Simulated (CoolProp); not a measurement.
Dimethyl carbonate along the isobar 5.91 bar: fugacity coefficient from the reference equation and from simpler models built on Tc = 557.0 K, pc = 49.09 bar, ω = 0.346; each cubic takes its own stable root.

The numbers come from the reference Helmholtz-energy equation of state, Zhou 2011 in CoolProp.

```json
[
 {"T (K)": "366.7", "phase": "liquid", "reference": "0.1880"},
 {"T (K)": "371.2", "phase": "liquid", "reference": "0.2150"},
 {"T (K)": "375.8", "phase": "liquid", "reference": "0.2456"},
 {"T (K)": "380.4", "phase": "liquid", "reference": "0.2794"},
 {"T (K)": "385", "phase": "liquid", "reference": "0.3166"},
 {"T (K)": "389.6", "phase": "liquid", "reference": "0.3572"},
 {"T (K)": "394.2", "phase": "liquid", "reference": "0.4017"},
 {"T (K)": "398.7", "phase": "liquid", "reference": "0.4489"},
 {"T (K)": "403.3", "phase": "liquid", "reference": "0.5012"},
 {"T (K)": "407.9", "phase": "liquid", "reference": "0.5577"},
 {"T (K)": "412.5", "phase": "liquid", "reference": "0.6186"},
 {"T (K)": "417.1", "phase": "liquid", "reference": "0.6839"}
]
```

How far does each simpler model (van der Waals, Redlich-Kwong) lie from the reference over these 12 states: mean and median of the absolute difference, and the worst?


- van der Waals: mean 168.2 %, median 143.0 %, worst +381.7 % at 366.7 K and 5.91 bar
- Redlich-Kwong: mean 81.5 %, median 84.6 %, worst +115.3 % at 366.7 K and 5.91 bar

At some of these states van der Waals, Redlich-Kwong gives the other phase, because its saturation line lies elsewhere.
